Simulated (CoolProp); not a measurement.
Vapour-liquid equilibrium of propylene (1) + R114 (2) at 34.25 °C; x and y are mole fractions of (1).

The numbers come from the multi-fluid Helmholtz-energy mixture model, Lemmon 2013 and Platzer 1990; pair parameters Bell 2016 in CoolProp. This equation is an older, rougher fit; its heat capacities, sound speeds and derivatives of the liquid may be far off and weren't checked against measurements.

| x | bubble pressure, mixture model (MPa) | bubble pressure, Raoult's law (MPa) | y, mixture model | y, Raoult's law |
|---|---|---|---|---|
| 0.05 | 0.3572 | 0.3437 | 0.222 | 0.210 |
| 0.15 | [?] | 0.4595 | 0.478 | 0.471 |
| 0.25 | 0.6354 | 0.5753 | [?] | 0.627 |
| 0.35 | 0.7619 | 0.6911 | 0.709 | 0.731 |
| 0.45 | 0.8783 | 0.8069 | 0.772 | 0.805 |
| 0.55 | 0.9860 | 0.9227 | 0.821 | 0.861 |
| 0.65 | 1.088 | 1.038 | 0.862 | 0.904 |
| 0.75 | [?] | 1.154 | 0.900 | 0.938 |
| 0.85 | 1.287 | 1.270 | 0.938 | 0.966 |
| 0.95 | 1.390 | 1.386 | 0.978 | 0.990 |

Complete the blanks.


- 0.15, bubble pressure, mixture model (MPa): 0.4993
- 0.25, y, mixture model: 0.619
- 0.75, bubble pressure, mixture model (MPa): 1.187

The largest gap from Raoult's law is +10.4 % in bubble pressure, at x = 0.25. No azeotrope shows between x = 0.05 and 0.95.

The pair parameters rest on a limited set of measurements; away from them the model extrapolates.
